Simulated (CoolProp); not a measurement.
Vapour-liquid equilibrium of R125 (1) + R143a (2) at 0.572 MPa; x and y are mole fractions of (1).

Model: multi-fluid Helmholtz-energy mixture model, Lemmon 2005 and Lemmon and Jacobsen 2000; pair parameters Lemmon 2004, in CoolProp.

### Question
Give the bubble temperature and the first vapour's composition at x = 0.575, 0.725, 0.8. Is there an azeotrope?

### Answer
x = 0.575: 270.0 K, y = 0.594; x = 0.725: 269.5 K, y = 0.745; x = 0.8: 269.2 K, y = 0.818. y crosses x between x = 0.125 and 0.2: the model has an azeotrope there.

Pair parameters are fitted to limited data, so mixtures are less certain than the pure fluids.
